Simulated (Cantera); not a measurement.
Reactions in the system C-H-Ni-S

Source: NASA polynomial tables (part measured, part estimated), evaluated in Cantera. Values are per mole of reaction as written; species without (g) are pure solids or liquids, kept so even where they would boil at 1 bar.

2 CH3(g) + NiS2 → NiS + C2H4(g) + H2S(g)

```csv
T (K),ΔH° (kJ),ΔS° (J/K),ΔG° (kJ),log10 K,condensed phases
300,-218.3,18.0,-223.7,38.95,"NiS2(s), NiS(s)"
898,-218.2,14.3,-231.0,13.44,"NiS2(s), NiS(s)"
998,-218.3,14.1,-232.4,12.17,"NiS2(s), NiS(s)"
1098,-218.3,14.2,-233.9,11.13,"NiS2(s), NiS(s)"
1198,-218.1,14.4,-235.3,10.26,"NiS2(s), NiS(s)"
1298,-253.2,-12.4,-237.0,9.54,"NiS2(l), NiS(l)"
1398,-252.1,-11.7,-235.8,8.81,"NiS2(l), NiS(l)"
1498,-251.1,-11.0,-234.7,8.18,"NiS2(l), NiS(l)"
1598,-250.0,-10.2,-233.6,7.64,"NiS2(l), NiS(l)"
1698,-248.8,-9.6,-232.6,7.16,"NiS2(l), NiS(l)"
1798,-247.7,-8.9,-231.7,6.73,"NiS2(l), NiS(l)"
```
